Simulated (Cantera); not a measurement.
## Catalytic combustion on Pt

An isothermal plug-flow reactor at 623 K and 46000 Pa (inlet), inlet velocity 0.56 m/s, active area per volume 860 1/m; feed 0.322 % H2, 3.56 % O2, 96.1 % N2, equivalence ratio 0.045.

Cantera simulation using Deutschmann's 1995 Pt surface mechanism with GRI-Mech 3.0 gas chemistry; the numbers are that mechanism's predictions, not measurements. Catalytic surfaces can have several steady states; this one follows from the mechanism file's or the stated starting coverage. Mass transfer to the wall is taken as infinitely fast.

| z (m) | x H2 | x O2 | x H2O | θ free Pt | θ O* | θ OH* |
|---|---|---|---|---|---|---|
| 0.0002 | 0.00133 | 0.0347 | 0.00190 | 0.0643 | 0.933 | 0.00287 |
| 0.00038 | 0.000862 | 0.0344 | 0.00236 | 0.0422 | 0.955 | 0.00249 |
| 0.00074 | 0.000504 | 0.0343 | 0.00272 | 0.0251 | 0.973 | 0.00201 |
| 0.0014 | 0.000283 | 0.0341 | 0.00294 | 0.0147 | 0.984 | 0.00158 |
| 0.0028 | 0.000140 | 0.0341 | 0.00308 | 0.00840 | 0.990 | 0.00122 |
| 0.0053 | 6.49e-5 | 0.0340 | 0.00316 | 0.00555 | 0.993 | 0.001000 |
| 0.01 | 2.31e-5 | 0.0340 | 0.00320 | 0.00426 | 0.995 | 0.000880 |
| 0.02 | 3.74e-6 | 0.0340 | 0.00322 | 0.00376 | 0.995 | 0.000828 |
x: gas mole fraction; θ: surface coverage.
